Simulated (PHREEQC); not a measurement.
Make-up at 25 °C: 0.01 mol/kgw CaSO4, 8.1e-05 mol/kgw NaF and 6.8e-07 mol/kgw H4SiO4. Closed to the air; pH follows from the charge balance.

The numbers come from PHREEQC with the ion-association model, phreeqc.dat.

Q: The ionic strength comes out as 0.0293 mol/kgw. What activity coefficients do NaSO4-, F-, Na+, Ca+2, SO4-2 get?

A: NaSO4- 0.86, F- 0.85, Na+ 0.85, Ca+2 0.54, SO4-2 0.53.

No solid was allowed to form. SiF6-2 is the database's only silicon fluoride.
